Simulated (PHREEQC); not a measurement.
1.6 g of hydrous ferric oxide (600 m²/g; 0.2 weak and 0.005 strong sites per Fe, Dzombak-Morel constants, diffuse double layer) in 1 kg of water with 0.005 mol/kgw of an inert sodium salt and 7e-05 mol ZnSO4, at 25 °C; the pH is set by adding NaOH or the inert anion's acid. Oxygen is held at 0.21 atm. CO2 from the air is kept out. Precipitation was switched off in this run.

All values are PHREEQC results (ion-association model, wateq4f.dat), not measurements.

Task: Predict S sorbed (%), Zn sorbed (%) at pH = 3.38, 5.62, 7.88.

Result: 
| pH | S sorbed (%) | Zn sorbed (%) |
|---|---|---|
| 3.38 | 100.0 | 0.0 |
| 5.62 | 99.7 | 47.5 |
| 7.88 | 4.0 | 100.0 |

Species that the database lacks are ignored. The oxide is taken as insoluble; below pH 4 it would dissolve.
